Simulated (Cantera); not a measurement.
**Pyrogenic steam for wet oxidation**

An isothermal, constant-pressure homogeneous reactor starts with 37.7 % H2, 37.7 % O2, 24.5 % N2, at 1275 K and 13300 Pa.

Computed with Cantera and GRI-Mech 3.0 (53 species, 325 reactions). The temperature is held fixed by assumption; the heat of reaction is taken as removed at once.

| t (s) | x H2 | x O2 | x H2O2 | x NO2 | x H |
|---|---|---|---|---|---|
| 0.000700 | 0.00491 | 0.231 | 4.33e-6 | 2.97e-9 | 0.00342 |
| 0.00154 | 0.000731 | 0.232 | 1.86e-6 | 1.57e-8 | 0.000174 |
| 0.00337 | 0.000125 | 0.232 | 6.97e-7 | 3.62e-8 | 1.31e-5 |
| 0.00741 | 2.82e-5 | 0.232 | 2.75e-7 | 4.52e-8 | 1.59e-6 |
| 0.0163 | 8.13e-6 | 0.232 | 1.15e-7 | 4.03e-8 | 2.74e-7 |
| 0.0357 | 2.79e-6 | 0.233 | 5.02e-8 | 3.04e-8 | 5.94e-8 |
| 0.0784 | 1.08e-6 | 0.233 | 2.27e-8 | 2.27e-8 | 1.50e-8 |
| 0.172 | 4.65e-7 | 0.233 | 1.08e-8 | 1.99e-8 | 4.36e-9 |
| 0.378 | 2.34e-7 | 0.233 | 5.75e-9 | 2.29e-8 | 1.57e-9 |
| 0.830 | 1.59e-7 | 0.233 | 4.01e-9 | 2.81e-8 | 8.84e-10 |
| 1.82 | 1.47e-7 | 0.233 | 3.70e-9 | 2.98e-8 | 7.82e-10 |
| 4.00 | 1.47e-7 | 0.233 | 3.70e-9 | 2.98e-8 | 7.79e-10 |
x: mole fraction; the columns are a selection and need not sum to one.

Equilibrium at this temperature and pressure: H2 1.47e-7, O2 0.232, H2O2 3.69e-9, NO2 1.01e-6, H 7.79e-10 (gas phase only).
